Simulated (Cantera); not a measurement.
An isothermal, constant-pressure homogeneous reactor starts with NO : N₂ = 1 : 0.64 (molar parts), at 1525 K and 1.01 bar.

Computed with Cantera and GRI-Mech 3.0 (53 species, 325 reactions).

Task: Predict: x(NO) at 4.00 s; x(O) at 4.00 s; x(NO₂) at 4.00 s; x(N₂O) at 4.00 s; x(N₂) at 4.00 s; x(O₂) at 4.00 s.

Result: 
```
Item                                                 Value
----------------  ----------------------------------------
x(NO) at 4.00 s      0.573 (gas-phase equilibrium 0.00157)
x(O) at 4.00 s     8.36e-7 (gas-phase equilibrium 3.12e-6)
x(NO₂) at 4.00 s  0.000884 (gas-phase equilibrium 9.40e-6)
x(N₂O) at 4.00 s  0.000113 (gas-phase equilibrium 9.01e-8)
x(N₂) at 4.00 s        0.408 (gas-phase equilibrium 0.694)
x(O₂) at 4.00 s       0.0175 (gas-phase equilibrium 0.304)
```
